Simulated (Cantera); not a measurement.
Input: 1 mol BN, 88 mol HCl, 3.4 mol N2, held at 1823.15 K and 7.50 Torr.

Cantera equilibrium calculation (NASA polynomials, part measured and part estimated; ideal gas, pure solids and liquids). Candidate condensed phases: B, BN, NH4Cl; 21 gas species. The tables' values for BCl2, BCl are old estimates; treat these amounts as uncertain. Gases not in the tables: BHCl2. Equilibrium is a limit: real reactors are often held back by kinetics, nucleation or transport.

Base state: HCl 0.902, N2 0.0422, H2 0.0248, Cl 0.0190, BCl3 0.00989, H 0.000683, BCl2 0.000655, BCl 0.000284 (mole fractions); condensed: gas only.

Problem. What changes in the equilibrium state with this change: temperature from 1823.15 K to 1498.15 K?

Solution. 
```
species    before     after
-------  --------  --------
HCl         0.902     0.929
N2         0.0422    0.0426
H2         0.0248    0.0169
Cl         0.0190  0.000992
BCl3      0.00989    0.0109
BCl      0.000284   1.39e-6
H        0.000683   2.24e-5
BCl2     0.000655   2.37e-5
Cl2       2.91e-5   2.96e-6
```
The tables' values for BCl2 are old estimates; treat these amounts as uncertain.
